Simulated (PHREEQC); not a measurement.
1 kg of water holding 21 mmol/kgw NaHCO3 and 110 mmol/kgw Na2SO4 is evaporated at 25 °C; the solids stay in contact with the brine. CO2 from the air is kept out. Only these solids could form: Burkeite, Mirabilite, Nahcolite, Natron, Thenardite, Trona.

The numbers come from PHREEQC with the Pitzer model, pitzer.dat.

```tsv
water left (kg)	ionic strength	water activity	Mirabilite (mol)	Nahcolite (mol)	C in solution (mol/kgw)
1	0.351	0.995	0	0	0.0210
0.8219	0.427	0.994	0	0	0.0256
0.6755	0.520	0.992	0	0	0.0311
0.5552	0.633	0.991	0	0	0.0378
0.4563	0.770	0.989	0	0	0.0460
0.375	0.937	0.987	0	0	0.0560
0.3082	1.14	0.985	0	0	0.0681
0.2533	1.39	0.982	0	0	0.0829
0.2082	1.69	0.978	0	0	0.101
0.1711	2.05	0.974	0	0	0.123
0.1407	2.50	0.969	0	0	0.149
0.1156	3.04	0.963	0	0	0.182
0.09502	3.70	0.956	0	0	0.221
0.07808	4.50	0.947	0	0	0.269
0.06418	5.47	0.936	0	0	0.327
0.05162	6.44	0.925	0.00626	0	0.407
0.03719	6.69	0.921	0.0342	0	0.565
0.0254	7.12	0.913	0.0568	0	0.827
0.01526	7.19	0.912	0.0779	0.00770	0.871
0.006847	7.19	0.912	0.0956	0.0150	0.871
```

Mirabilite from water left = 0.05162 kg (pH 7.35); Nahcolite from water left = 0.01526 kg (pH 7.27).
